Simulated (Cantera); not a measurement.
Input: 1 mol (CH3)2SiCl2, 1.6 mol HCl, 14 mol H2, equilibrated at 1873 K and 28.0 mbar.

These are equilibrium values from Cantera (NASA tables, ideal gas, pure condensed phases), not measurements of a reactor. Candidate condensed phases: C, C6H6, C7H8, C8H18, Si, SiC; 109 gas species. The feed counts by its element totals alone. The tables' values for SiCl3, SiCl are old estimates; treat these amounts as uncertain. Kinetics and transport are ignored.

Base state: H2 0.817, HCl 0.176, SiCl2 0.00351, H 0.00349, Cl 0.000568, C2H2 (acetylene) 0.000255, SiCl3 4.24e-5, SiCl 1.94e-5 (mole fractions); condensed: C(graphite) + SiC(s).

Task: What changes in the equilibrium state with this change: pressure from 28.0 mbar to 13.3 mbar?

Result: 
| species | before | after |
|---|---|---|
| H2 | 0.817 | 0.815 |
| HCl | 0.176 | 0.175 |
| H | 0.00349 | 0.00505 |
| SiCl2 | 0.00351 | 0.00350 |
| CH4 | 1.14e-5 | 5.40e-6 |
| Si | 1.05e-5 | 2.20e-5 |
| SiCl3 | 4.24e-5 | 2.91e-5 |
| SiCl | 1.94e-5 | 2.81e-5 |
| Cl | 0.000568 | 0.000822 |
| C(graphite), mol | 1.06 | 1.06 |
| SiC(s), mol | 0.930 | 0.929 |

Task: What changes in the equilibrium state with this change: HCl from 1.6 to 1 mol?

Result: 
```json
[
 {"species": "H2", "before": "0.817", "after": "0.841"},
 {"species": "HCl", "before": "0.176", "after": "0.152"},
 {"species": "H", "before": "0.00349", "after": "0.00354"},
 {"species": "SiCl2", "before": "0.00351", "after": "0.00255"},
 {"species": "SiCl3", "before": "4.24e-5", "after": "2.62e-5"},
 {"species": "SiCl", "before": "1.94e-5", "after": "1.65e-5"},
 {"species": "Cl", "before": "0.000568", "after": "0.000484"},
 {"species": "CH4", "before": "1.14e-5", "after": "1.21e-5"},
 {"species": "C2H2 (acetylene)", "before": "0.000255", "after": "0.000263"},
 {"species": "C(graphite), mol", "before": "1.06", "after": "1.04"},
 {"species": "SiC(s), mol", "before": "0.930", "after": "0.950"}
]
```
